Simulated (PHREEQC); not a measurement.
PHREEQC input (ion-association model, wateq4f.dat):

```
SOLUTION_MASTER_SPECIES
  An  An-  0  An  62.0  # stands for a non-complexing anion
SOLUTION_SPECIES
  An- = An-
    -log_k 0
    -gamma 3.0 0
PHASES
  Fix_H+
    H+ = H+
    -log_k 0
SOLUTION 1
  temp 25
  units mmol/kgw
  pH 7 charge
  Cl 0.006
  Ca 0.003
  Na 10
  An 10
END
SELECTED_OUTPUT 1
  -reset false
  -pH true
  -pe true
  -ionic_strength true
  -water true
  -totals Ca Cl Na
  -molalities Hfo_wOH Hfo_wOH2+ Hfo_wO- Hfo_sOH Hfo_sOH2+ Hfo_sO- Hfo_sOHCa+2 Hfo_wOCa+
  -saturation_indices Portlandite Halite
USER_PUNCH 1
  -headings sigma psi
  10 PUNCH EDL("sigma", "Hfo"), EDL("psi", "Hfo")
PRINT
  -reset false
USE solution 1
SURFACE 1
  Hfo_wOH 7.86517e-05 600 0.035
  Hfo_sOH 1.96629e-06
EQUILIBRIUM_PHASES 1
  Fix_H+ -3 HAn 10
    -force_equality true
  O2(g) -0.68 10
END
# ... the last block is repeated for the other 12 points of pH, with NaOH or the acid as the point needs
```

Selected output (columns that matter, 13 of 13 rows; pH added in front):

```
pH	mu	Ca	Na	m_Hfo_wOH	m_Hfo_wOH2+	m_Hfo_wO-	m_Hfo_sOH	m_Hfo_sOH2+	m_Hfo_sO-	m_Hfo_sOHCa+2	si_Portlandite	si_Halite	sigma	psi
3	0.011143	3e-06	0.01	9.7078e-06	6.8913e-05	3.1329e-08	2.427e-07	1.7228e-06	7.8323e-10	5.927e-15	-22.505	-8.8981	0.32442	0.20343
3.67	0.010271	3e-06	0.01	2.4026e-05	5.4383e-05	2.4316e-07	6.0064e-07	1.3596e-06	6.0789e-09	3.3094e-14	-21.159	-8.8948	0.25499	0.19316
4.33	0.01008	3e-06	0.01	3.9006e-05	3.8747e-05	8.9954e-07	9.7514e-07	9.6866e-07	2.2488e-08	2.1689e-13	-19.837	-8.8941	0.17825	0.17527
5	0.010032	3e-06	0.01	5.0214e-05	2.6236e-05	2.2017e-06	1.2553e-06	6.559e-07	5.5041e-08	1.6913e-12	-18.497	-8.8939	0.1132	0.15214
5.67	0.010019	3e-06	0.01	5.6489e-05	1.813e-05	4.0321e-06	1.4122e-06	4.5325e-07	1.008e-07	1.571e-11	-17.157	-8.8938	0.0664	0.12503
6.33	0.010013	2.9998e-06	0.01	5.917e-05	1.3571e-05	5.9101e-06	1.4791e-06	3.3925e-07	1.4774e-07	1.7557e-10	-15.837	-8.8938	0.036084	0.094619
7	0.010011	2.9973e-06	0.01	6.0096e-05	1.1107e-05	7.4485e-06	1.5005e-06	2.7733e-07	1.8597e-07	2.5283e-09	-14.497	-8.8938	0.017256	0.06053
7.67	0.010009	2.9561e-06	0.01	6.0345e-05	9.7253e-06	8.578e-06	1.4774e-06	2.3809e-07	2.1e-07	4.0838e-08	-13.163	-8.8938	0.0057898	0.024416
8.33	0.010011	2.5177e-06	0.010004	6.0296e-05	8.4344e-06	9.8745e-06	1.1745e-06	1.6429e-07	1.9234e-07	4.3521e-07	-11.913	-8.8936	-0.0025298	-0.010989
9	0.01002	1.2771e-06	0.010017	5.9424e-05	6.6499e-06	1.2165e-05	4.9807e-07	5.5736e-08	1.0196e-07	1.3105e-06	-10.868	-8.8931	-0.011616	-0.044891
9.67	0.010061	2.1899e-07	0.010063	5.7448e-05	5.0447e-06	1.4987e-05	2.6501e-07	2.3271e-08	6.9134e-08	1.6089e-06	-10.294	-8.8913	-0.025723	-0.078297
10.33	0.010249	1.7611e-08	0.010255	5.4683e-05	3.6148e-06	1.895e-05	2.745e-07	1.8146e-08	9.5128e-08	1.5785e-06	-10.071	-8.8838	-0.049862	-0.11004
11	0.011133	1.5681e-09	0.011143	4.8815e-05	2.0824e-06	2.6215e-05	3.205e-07	1.3672e-08	1.7212e-07	1.46e-06	-9.7918	-8.8511	-0.091131	-0.13843
```

The oxide is taken as insoluble; below pH 4 it would dissolve.
